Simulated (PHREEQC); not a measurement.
Solution (15 °C): 0.28 mol NaHS, 0.0059 mol NaHCO3 and 0.00031 mol CdCl2 per kg of water. Closed to the air; pH follows from the charge balance.

Equilibrium calculation in PHREEQC: ion-association model, wateq4f.dat.

No solid was allowed to form.

Question: Predict the pH, activity of water.

Answer: pH 9.21; activity of water 0.990.

Question: In which forms is Cd present?

Answer: Cd(HS)4-2 99 %, Cd(HS)3- 1.4 % of the Cd.

The solution is supersaturated, for example in Greenockite, so a real one may precipitate; this is no full list. Complexes and solids missing from the database can't appear. The polysulfide entries of wateq4f.dat were taken out for this run.
